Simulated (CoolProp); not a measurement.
Vapour-liquid equilibrium of CH3F (R41) (1) + chloromethane (R40) (2) at 271.1 K; x and y are mole fractions of (1).

Values from CoolProp's multi-fluid Helmholtz-energy mixture model, Lemmon 2006 and Thol 2014; pair parameters Bell 2016.

```
x      bubble pressure (MPa)  y at the bubble point  dew pressure at overall composition x (MPa)  liquid density (mol/L)
-----  ---------------------  ---------------------  -------------------------------------------  ----------------------
0.05                  0.3262                  0.282                                          [?]                   19.21
0.125                 0.4546                  0.509                                       0.2727                   19.38
0.2                   0.5827                  0.637                                       0.2960                   19.55
0.275                 0.7095                  0.720                                       0.3236                   19.70
0.35                  0.8343                  0.778                                       0.3567                   19.84
0.425                 0.9571                  0.821                                          [?]                   19.97
0.5                    1.078                  0.855                                       0.4479                   20.08
0.575                  1.198                  0.883                                       0.5129                   20.17
0.65                   1.317                  0.907                                          [?]                   20.25
0.725                  1.438                  0.928                                       0.7192                   20.29
0.8                    1.562                  0.948                                       0.8942                   20.31
0.875                  1.692                  0.967                                        1.163                   20.29
0.95                   1.830                  0.987                                        1.576                   20.22
```

Q: What belongs in the gaps?

A: 
- 0.05, dew pressure at overall composition x (MPa): 0.2528
- 0.425, dew pressure at overall composition x (MPa): 0.3972
- 0.65, dew pressure at overall composition x (MPa): 0.5994

No azeotrope shows between x = 0.05 and 0.95.

Pair parameters are fitted to limited data, so mixtures are less certain than the pure fluids. The gap from Raoult's law changes sign with composition, which may be real or a fault of the pair parameters; it wasn't checked against measurements.
